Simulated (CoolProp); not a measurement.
R245fa along the isotherm 233.6 K: Z from the reference equation and from simpler models built on Tc = 427.0 K, pc = 3651 kPa, ω = 0.378; each cubic takes its own stable root.

The numbers come from the reference Helmholtz-energy equation of state, Akasaka 2015 in CoolProp.

| p (kPa) | phase | reference | van der Waals | Redlich-Kwong | Soave-Redlich-Kwong | Peng-Robinson |
|---|---|---|---|---|---|---|
| 5.77 | gas | 0.9948 | 0.9981 | 0.9972 | 0.9966 | 0.9965 |
| 9.33 | liquid | 0.0004292 | 0.9970 | 0.9955 | 0.0004754 | 0.0004224 |
| 15.1 | liquid | 0.0006946 | 0.9951 | 0.9926 | 0.0007695 | 0.0006835 |
| 24.3 | liquid | 0.001118 | 0.9921 | 0.9881 | 0.001238 | 0.001100 |
| 39.3 | liquid | 0.001808 | 0.9871 | 0.002085 | 0.002003 | 0.001779 |
| 63.5 | liquid | 0.002921 | 0.9790 | 0.003368 | 0.003236 | 0.002874 |
| 103 | liquid | 0.004737 | 0.9655 | 0.005463 | 0.005248 | 0.004662 |
| 166 | liquid | 0.007634 | 0.9432 | 0.008803 | 0.008457 | 0.007513 |
| 268 | liquid | 0.01232 | 0.02103 | 0.01421 | (withheld) | 0.01213 |
| 433 | liquid | 0.01991 | 0.03394 | (withheld) | (withheld) | 0.01959 |
| 699 | liquid | 0.03213 | 0.05472 | 0.03702 | 0.03558 | 0.03162 |
| 1130 | liquid | 0.05192 | 0.08826 | 0.05978 | 0.05749 | 0.05109 |
| 1830 | liquid | 0.08401 | 0.1424 | 0.09666 | 0.09301 | 0.08266 |

### Question
Some entries are withheld; supply them.

### Answer

- 268, Soave-Redlich-Kwong: 0.01365
- 433, Redlich-Kwong: 0.02295
- 433, Soave-Redlich-Kwong: 0.02205

At some of these states van der Waals, Redlich-Kwong gives the other phase, because its saturation line lies elsewhere.
